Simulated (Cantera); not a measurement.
A closed system holds: 1 mol Fe₂O₃, 0.5 mol CH₄, 0.21 mol H₂, held at 0.308 Torr.

Equilibrium computed with Cantera from the NASA thermochemical tables; the gas is ideal and each condensed phase is pure. Candidate condensed phases: C, C₆H₆, C₇H₈, C₈H₁₈, Fe, Fe(CO)₅, FeO, Fe(OH)₂, Fe(OH)₃, Fe₂O₃, Fe₃O₄, H₂O; 114 gas species. The tables' stoichiometric FeO is somewhat more stable than real wüstite, so its field is too wide. FeO: taken at fixed stoichiometry. The numbers say what is thermodynamically allowed, not how fast it happens.

log p: log10 of the partial pressure in bar; n: condensed amount in mol.

```tsv
T (°C)	log p H₂	log p H₂O	log p CO	log p CO₂	log p Fe	log p H	log p OH	n FeO(s)	n FeO(l)
950	-3.70	-4.04	-4.04	-4.54	-10.18	-8.37	(withheld)	2.00	0
1000	-3.71	-4.03	-4.03	-4.57	-9.48	-8.00	(withheld)	2.00	0
1050	-3.71	-4.02	-4.02	-4.60	-8.84	-7.65	(withheld)	2.00	0
1100	-3.71	-4.02	-4.02	-4.63	-8.25	-7.33	(withheld)	2.00	0
1150	-3.72	-4.01	-4.01	-4.66	-7.70	-7.04	(withheld)	2.00	0
1200	-3.72	-4.00	-4.00	-4.68	-7.18	-6.76	(withheld)	2.00	0
1250	-3.72	-4.00	-4.00	-4.70	-6.71	-6.50	(withheld)	2.00	0
1300	-3.73	-3.99	-4.00	-4.73	-6.26	-6.25	(withheld)	2.00	0
1350	-3.73	-3.99	-3.99	-4.74	-5.85	-6.03	(withheld)	1.99	0
1400	-3.74	-3.98	-4.00	-4.76	-5.48	-5.81	(withheld)	0	1.99
1450	-3.75	-3.97	-4.00	-4.76	-5.16	-5.62	(withheld)	0	1.97
1500	-3.78	-3.95	-4.01	-4.75	-4.87	-5.44	(withheld)	0	1.94
1550	-3.82	-3.93	-4.03	-4.73	-4.62	-5.27	(withheld)	0	1.89
```

**Question.** Fill in the missing entries.

**Answer.** 
- 950, log p OH: -10.76
- 1000, log p OH: -10.26
- 1050, log p OH: -9.81
- 1100, log p OH: -9.38
- 1150, log p OH: -8.99
- 1200, log p OH: -8.63
- 1250, log p OH: -8.28
- 1300, log p OH: -7.96
- 1350, log p OH: -7.66
- 1400, log p OH: -7.37
- 1450, log p OH: -7.09
- 1500, log p OH: -6.82
- 1550, log p OH: -6.54
